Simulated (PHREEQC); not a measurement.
Make-up at 25 °C: 1.6e-05 mol/kgw HBr, 5.8e-05 mol/kgw AlCl3 and 0.00052 mol/kgw MgCl2. Closed to the air; pH follows from the charge balance.

Model: ion-association model, wateq4f.dat, run in PHREEQC.

Precipitation was switched off in this run.

Q: Predict the pH.

A: pH 4.51.

Q: In which forms is Al present?

A: Al+3 76 %, AlOH+2 20 %, Al(OH)2+ 4.3 % of the Al.

Saturation is exceeded, for instance for Gibbsite (slow to form), Boehmite (slow to form); the values hold only as long as no solid forms.
